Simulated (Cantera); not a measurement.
An isothermal, constant-pressure homogeneous reactor starts with 47.6 % NH3, 52.4 % H2, at 1575 K and 100.0 Torr.

Model: the gas-phase N/H chemistry of the illustrative SiF4/NH3 mechanism in the Surface Chemkin manual (1991), integrated in Cantera. Walls and surfaces, which speed up NH3 decomposition in real reactors, are not modelled.

**Question.** Predict: x(NH3) at 300 s; x(H2) at 300 s; x(N2H2) at 300 s; x(NH2) at 300 s; x(H) at 300 s; x(N) at 300 s.

**Answer.** 
```json
{
 "x(NH3) at 300 s": "0.0368 (gas-phase equilibrium 2.03e-6)",
 "x(H2) at 300 s": "0.814 (gas-phase equilibrium 0.839)",
 "x(N2H2) at 300 s": "5.06e-9 (gas-phase equilibrium <1e-12)",
 "x(NH2) at 300 s": "8.88e-6 (gas-phase equilibrium 5.93e-10)",
 "x(H) at 300 s": "8.39e-5 (gas-phase equilibrium 0.000105)",
 "x(N) at 300 s": "4.18e-9 (gas-phase equilibrium <1e-12)"
}
```
